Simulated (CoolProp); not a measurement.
Vapour-liquid equilibrium of R125 (1) + R236EA (2) at 278.9 K; x and y are mole fractions of (1).

Values from CoolProp's multi-fluid Helmholtz-energy mixture model, Lemmon 2005 and Rui 2013; pair parameters Bell 2016.

Problem. Give the bubble pressure and the first vapour's composition at x = 0.35, 0.5, 0.65. Is there an azeotrope?

Solution. x = 0.35: 0.3382 MPa, y = 0.784; x = 0.5: 0.4390 MPa, y = 0.864; x = 0.65: 0.5414 MPa, y = 0.917. No azeotrope shows between x = 0.05 and 0.95.

The pair parameters rest on a limited set of measurements; away from them the model extrapolates.
